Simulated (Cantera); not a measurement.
A freely propagating, adiabatic, planar premixed flame of H2 : O2 : N2 = 1 : 0.192 : 0.723 (molar parts), equivalence ratio 2.6, unburnt at 500 K and 0.197 atm; mixture-averaged transport, grid criteria slope 0.08 and curve 0.16, no radiation.

Model: the H2/O2 subset of GRI-Mech 3.0, which has no nitrogen chemistry, integrated in Cantera. Burning velocities carry a grid error of a few per cent, more on coarse grids.

**Question.** How do the results move with these cheaper or finer settings: unity-Lewis-number transport; multicomponent transport; multicomponent+Soret transport; grid criteria slope 0.5, curve 1; grid criteria slope 0.25, curve 0.5; grid criteria slope 0.03, curve 0.06?

**Answer.** 
| setting | laminar burning velocity | thermal thickness | peak x(H2O2) | peak x(OH) | grid points |
|---|---|---|---|---|---|
| as above | 505 cm/s | 3.60 mm | 3.08e-6 | 0.00187 | 150 |
| unity-Lewis-number transport | 301 cm/s | 3.21 mm | 2.03e-6 | 0.00186 | 132 |
| multicomponent transport | 491 cm/s | 3.64 mm | 3.10e-6 | 0.00187 | 150 |
| multicomponent+Soret transport | 477 cm/s | 3.58 mm | 3.22e-6 | 0.00186 | 150 |
| grid criteria slope 0.5, curve 1 | 622 cm/s | 5.48 mm | 2.38e-6 | 0.00206 | 52 |
| grid criteria slope 0.25, curve 0.5 | 530 cm/s | 4.07 mm | 2.83e-6 | 0.00193 | 74 |
| grid criteria slope 0.03, curve 0.06 | 498 cm/s | 3.45 mm | 3.20e-6 | 0.00185 | 313 |
The base run took roughly 1.1 core-seconds.
Unity Lewis numbers drop preferential diffusion, which matters most where H2 and H carry the flame; Soret adds thermal diffusion.
